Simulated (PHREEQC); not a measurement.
Consider water at 55 °C with 0.086 mol CdCl2, 6.5e-05 mol CaSO4 and 0.016 mol HCl per kg of water. Closed to the air; pH follows from the charge balance.

The numbers come from PHREEQC with the ion-association model, phreeqc.dat.

No solid was allowed to form.

Problem. Order these Cl species by the share of Cl that they hold, largest first: CdCl+, CdCl3-, CdCl2, Cl-.

Solution. Cl- (54 %), CdCl+ (29 %), CdCl2 (15 %), CdCl3- (2.2 %)

Problem. Order these S species by the share of S that they hold, largest first: CdSO4, SO4-2, HSO4-.

Solution. HSO4- (42 %), SO4-2 (37 %), CdSO4 (21 %)

The pH is 1.89 and the ionic strength 0.118 mol/kgw. At this temperature some constants are extrapolated from 25 °C, and those without enthalpy data are left unchanged.
